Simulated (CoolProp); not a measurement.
n-heptane at 368.39 K and 0.0682 MPa is throttled through a valve to 0.0467 MPa with no heat exchange. Each further row changes one setting.

Model: reference Helmholtz-energy equation of state, Span 2003, in CoolProp. It is a short technical equation, of lower accuracy than the large ones.

```
case                        temperature change (K)  final density (kg/m³)
--------------------------  ----------------------  ---------------------
as stated                               (withheld)             (withheld)
outlet pressure 0.014 MPa               (withheld)             (withheld)
outlet pressure 0.0607 MPa              (withheld)             (withheld)
```

Task: What belongs in the gaps?

Result: 
- as stated, temperature change (K): -0.7
- as stated, final density (kg/m³): 1.57
- outlet pressure 0.014 MPa, temperature change (K): -1.7
- outlet pressure 0.014 MPa, final density (kg/m³): 0.464
- outlet pressure 0.0607 MPa, temperature change (K): -0.2
- outlet pressure 0.0607 MPa, final density (kg/m³): 2.05
